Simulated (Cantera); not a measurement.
An isothermal, constant-pressure homogeneous reactor starts with CO : O₂ : H₂O : N₂ = 0.0046 : 0.041 : 0.00036 : 1 (molar parts), equivalence ratio 0.056, at 1498 K and 14000 Pa. Integrator tolerance rtol = 1e-08.

Cantera simulation using GRI-Mech 3.0 (53 species, 325 reactions); the numbers are that mechanism's predictions, not measurements.

**Question.** What does this change do: temperature 1498 to 925 K?

**Answer.** 
| quantity | before | after |
|---|---|---|
| x(CO) at 1.00 s | 7.29e-6 (gas-phase equilibrium 2.94e-7) | 0.00440 (gas-phase equilibrium <1e-12) |
| x(O₂) at 1.00 s | 0.0371 (gas-phase equilibrium 0.0368) | 0.0392 (gas-phase equilibrium 0.0371) |
| x(H₂O) at 1.00 s | 0.000334 (gas-phase equilibrium 0.000343) | 0.000344 (gas-phase equilibrium 0.000345) |
| x(H₂O₂) at 1.00 s | 9.11e-11 (gas-phase equilibrium 5.05e-12) | 3.84e-11 (gas-phase equilibrium <1e-12) |
| x(CO₂) at 1.00 s | 0.00440 (gas-phase equilibrium 0.00441) | 1.47e-7 (gas-phase equilibrium 0.00441) |
